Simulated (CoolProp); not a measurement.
The fluid at 298.15 K and 3 MPa flows at 0.96 m/s in a round tube of 100 mm bore and 1.5 µm roughness, fully developed (64/Re and Nu = 3.66 if laminar; Colebrook and Gnielinski if turbulent). The same conditions are run with several fluids, on thermodynamics alone (safety and materials aside).

The numbers come from the reference Helmholtz-energy equation of state of each fluid (R125: Lemmon 2005; n-nonane: Lemmon 2006; isobutane: Bücker 2006; R410A: Lemmon 2003; n-pentane: Thol 2019) in CoolProp. Blends and air are pseudo-pure fits.

Problem. Rank R125, n-nonane, isobutane, R410A, n-pentane by Reynolds number, highest first.

Solution. R410A (834000), R125 (776000), isobutane (338000), n-pentane (320000), n-nonane (102000)

| fluid | Darcy friction factor | pressure drop (Pa/m) | heat-transfer coefficient (W/(m² K)) | mass flow (kg/h) |
|---|---|---|---|---|
| R125 | 0.0125 | 69.6 | 1520 | 32900 |
| n-nonane | 0.0180 | 59.4 | 968 | 19400 |
| isobutane | 0.0143 | 36.7 | 1230 | 15100 |
| R410A | 0.0123 | 60.8 | 1920 | 29100 |
| n-pentane | 0.0145 | 41.6 | 1400 | 17000 |

Transport values come from each fluid's own correlations; those of n-pentane are estimates that may be off by 10 % or more.
